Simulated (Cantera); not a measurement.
An isothermal, constant-pressure homogeneous reactor starts with C2H6 : N2 = 1 : 1.5 (molar parts), at 1325 K and 760 Torr. Integrator tolerance rtol = 1e-08.

Model: GRI-Mech 3.0 (53 species, 325 reactions), integrated in Cantera. GRI-Mech 3.0 stops at C3 and has no aromatics, soot or wall deposition, so with more carbon than oxygen in the feed, carbon stays in small species such as C2H2 where larger ones or solid carbon would form.

Question: What does this change do: pressure from 760 Torr to 100.0 Torr?

Answer: 
```tsv
quantity	before	after
x(C2H6) at 20.0 s	0.000393 (gas-phase equilibrium 0.000324)	3.22e-5 (gas-phase equilibrium 2.61e-5)
x(C2H2) at 20.0 s	0.125 (gas-phase equilibrium 0.0944)	0.188 (gas-phase equilibrium 0.145)
x(CH2) at 20.0 s	4.04e-11 (gas-phase equilibrium 3.41e-11)	6.60e-11 (gas-phase equilibrium 5.58e-11)
x(C2H) at 20.0 s	2.70e-10 (gas-phase equilibrium 1.88e-10)	8.74e-10 (gas-phase equilibrium 6.03e-10)
x(H) at 20.0 s	7.75e-7 (gas-phase equilibrium 7.39e-7)	3.03e-6 (gas-phase equilibrium 2.69e-6)
```

Question: What does this change do: temperature 1325 to 1025 K?

Answer: 
```tsv
quantity	before	after
x(C2H6) at 20.0 s	0.000393 (gas-phase equilibrium 0.000324)	0.0708 (gas-phase equilibrium 0.00223)
x(C2H2) at 20.0 s	0.125 (gas-phase equilibrium 0.0944)	0.00359 (gas-phase equilibrium 0.0279)
x(CH2) at 20.0 s	4.04e-11 (gas-phase equilibrium 3.41e-11)	<1e-12 (gas-phase equilibrium <1e-12)
x(C2H) at 20.0 s	2.70e-10 (gas-phase equilibrium 1.88e-10)	<1e-12 (gas-phase equilibrium <1e-12)
x(H) at 20.0 s	7.75e-7 (gas-phase equilibrium 7.39e-7)	3.61e-8 (gas-phase equilibrium 4.82e-10)
```
